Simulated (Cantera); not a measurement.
What does this Cantera script print?

```python
import numpy as np
import cantera as ct

surf = ct.Interface("diamond.yaml", "diamond_100")
gas, bulk = surf.adjacent["gas"], surf.adjacent["diamond"]
k = surf.kinetics_species_index(bulk.species_names[0])
cover = ["c6HH", "c6H*", "c6*H", "c6**", "c6HM", "c6B"]

rows, drift = [], 0.0
print(f"{'xH':>10s}{'um/h':>11s}" + "".join(f"{s:>11s}" for s in cover))
for v in [0.0001, 0.00024, 0.00059, 0.0014, 0.0035, 0.0085, 0.021, 0.05, 0.12]:
    T, P, xH, xCH3 = 975, 3400, v, 2.4e-05
    gas.TPX = T, P, {"H": xH, "CH3": xCH3, "CH4": 0.0026, "H2": 1 - xH - xCH3 - 0.0026}
    surf.TP = bulk.TP = T, P
    surf.coverages = "c6H*:0.1, c6HH:0.9"
    surf.advance_coverages(100.0)
    before = surf.coverages
    surf.advance_coverages(100.0)
    drift = max(drift, np.max(np.abs(surf.coverages - before) / (surf.coverages + 1e-9)))
    rate = surf.net_production_rates[k] * bulk.mean_molecular_weight / bulk.density * 3.6e9
    rows.append([rate, *surf[cover].coverages])
    print(f"{v:10.4g}{rate:11.4e}" + "".join(f"{x:11.3e}" for x in rows[-1][1:]))
```

Output:

```
        xH       um/h       c6HH       c6H*       c6*H       c6**       c6HM        c6B
    0.0001 1.2024e-01  6.077e-01  1.424e-02  3.135e-01  4.270e-03  4.493e-02  3.263e-10
   0.00024 2.0732e-01  6.043e-01  1.505e-02  3.313e-01  5.923e-03  3.247e-02  5.626e-10
   0.00059 2.8838e-01  6.093e-01  1.560e-02  3.433e-01  7.077e-03  1.843e-02  7.825e-10
    0.0014 3.3858e-01  6.142e-01  1.591e-02  3.500e-01  7.680e-03  9.134e-03  9.187e-10
    0.0035 3.6586e-01  6.172e-01  1.608e-02  3.535e-01  7.983e-03  3.951e-03  9.928e-10
    0.0085 3.7775e-01  6.186e-01  1.618e-02  3.549e-01  8.114e-03  1.680e-03  1.025e-09
     0.021 3.8308e-01  6.192e-01  1.630e-02  3.554e-01  8.179e-03  6.896e-04  1.040e-09
      0.05 3.8559e-01  6.194e-01  1.651e-02  3.555e-01  8.227e-03  2.915e-04  1.046e-09
      0.12 3.8765e-01  6.194e-01  1.700e-02  3.551e-01  8.300e-03  1.220e-04  1.052e-09
```

Detailed kinetics in Cantera: the Harris–Goodwin 1993 mechanism for the reconstructed diamond (100) surface.
